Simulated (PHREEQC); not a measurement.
0.09 g of hydrous ferric oxide (600 m²/g; 0.2 weak and 0.005 strong sites per Fe, Dzombak-Morel constants, diffuse double layer) in 1 kg of water with 0.3 mol/kgw of an inert sodium salt and 0.00024 mol/kgw NaH2PO4, at 25 °C; the pH is set by adding NaOH or the inert anion's acid. Oxygen is held at 0.21 atm. No CO2 enters from the air. Precipitation was switched off in this run.

Base run: PHREEQC, ion-association model, wateq4f.dat. Each further column changes one thing. The table gives P sorbed (%).

```
pH  base  background salt from 0.3 to 0.03 mol/kgw  oxide from 0.09 to 0.45 g/kgw  0.00019 mol/kgw H3BO3 added
--  ----  ----------------------------------------  -----------------------------  ---------------------------
4   71.7                                (withheld)                           99.9                         71.7
5   67.2                                      69.4                          100.0                         67.2
6   58.8                                      59.4                           99.9                         58.8
7   47.8                                      47.8                           99.5                         47.8
8   31.2                                      32.0                     (withheld)                         31.2
9   12.1                                      11.6                     (withheld)                         12.1
10   1.7                                       1.2                     (withheld)                          1.7
11   0.1                                       0.0                            0.4                          0.1
12   0.0                                       0.0                            0.0                          0.0
```

Fill in the missing entries.


- 4, background salt from 0.3 to 0.03 mol/kgw: 75.9
- 8, oxide from 0.09 to 0.45 g/kgw: 90.5
- 9, oxide from 0.09 to 0.45 g/kgw: 47.7
- 10, oxide from 0.09 to 0.45 g/kgw: 8.1

H3PO4, which wateq4f.dat lacks, is added to it with the constant of phreeqc.dat.
